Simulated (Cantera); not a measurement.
Adiabatic ignition

An adiabatic, constant-volume homogeneous reactor starts with 4.14 % CH4, 20.2 % O2, 75.7 % N2, at 1750 K and 0.880 bar.

Model: GRI-Mech 3.0 (53 species, 325 reactions), integrated in Cantera.

```csv
t (s),T (K),P (bar),x CH4,x O2,x NO,x H2,x CH2
1.00e-6,1750,0.880,0.0414,0.202,<1e-12,2.23e-7,2.23e-12
3.88e-6,1750,0.880,0.0413,0.202,<1e-12,1.20e-6,3.57e-11
1.51e-5,1750,0.880,0.0413,0.202,2.01e-12,5.70e-6,3.79e-10
5.85e-5,1750,0.880,0.0409,0.202,2.37e-11,5.02e-5,1.44e-8
0.000227,2462,1.27,<1e-12,0.113,0.000174,0.00358,<1e-12
0.000881,2618,1.33,<1e-12,0.113,0.00276,0.00192,<1e-12
0.00342,2606,1.33,<1e-12,0.110,0.0101,0.00186,<1e-12
0.0133,2593,1.32,<1e-12,0.106,0.0179,0.00180,<1e-12
0.0515,2592,1.32,<1e-12,0.106,0.0186,0.00179,<1e-12
0.200,2592,1.32,<1e-12,0.106,0.0186,0.00179,<1e-12
```
x: mole fraction; the columns are a selection and need not sum to one.

| Property | Value |
|---|---|
| time of steepest temperature rise | 0.159 ms |
| temperature at 0.200 s | 2592 K |
| equilibrium temperature | 2592 K |
| x(CH4) at 0.200 s | <1e-12 (gas-phase equilibrium <1e-12) |
| x(O2) at 0.200 s | 0.106 (gas-phase equilibrium 0.106) |
| x(NO) at 0.200 s | 0.0186 (gas-phase equilibrium 0.0186) |
